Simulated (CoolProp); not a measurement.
A single-stage vapour-compression cycle with methanol: evaporating at 316.15 K (dew point), condensing at 375.15 K (bubble point), superheat 0 K, subcooling 5 K, compressor efficiency 0.85, no pressure losses. Each further row changes one setting.

Values from CoolProp's reference Helmholtz-energy equation of state, de Reuck 1993.

```tsv
case	cooling COP	pressure ratio	discharge temperature (K)	refrigerating effect (kJ/kg)	volumetric capacity (kJ/m³)
as stated	3.98	9.23	463.0	984	507
evaporating temperature 321.15 K	4.49	7.38	451.4	989	630
condensing temperature 370.15 K	4.41	7.89	451.0	1000	515
subcooling 10 K	4.05	9.23	463.0	1000	515
superheat 10 K	3.88	9.23	485.4	1010	498
compressor efficiency 0.75	3.52	9.23	480.2	984	507
```
